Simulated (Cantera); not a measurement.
An isothermal, constant-pressure homogeneous reactor starts with NO : N2 = 1 : 3.5 (molar parts), at 1600 K and 65.3 Torr.

Cantera simulation using GRI-Mech 3.0 (53 species, 325 reactions); the numbers are that mechanism's predictions, not measurements.

### Question
Predict: x(NO) at 100 s; x(N2O) at 100 s; x(O) at 100 s; x(NO2) at 100 s; x(O2) at 100 s.

### Answer
| Property | Value |
|---|---|
| x(NO) at 100 s | 0.197 (gas-phase equilibrium 0.00150) |
| x(N2O) at 100 s | 1.32e-5 (gas-phase equilibrium 2.80e-8) |
| x(O) at 100 s | 6.08e-6 (gas-phase equilibrium 1.64e-5) |
| x(NO2) at 100 s | 5.86e-5 (gas-phase equilibrium 1.28e-6) |
| x(O2) at 100 s | 0.0127 (gas-phase equilibrium 0.110) |
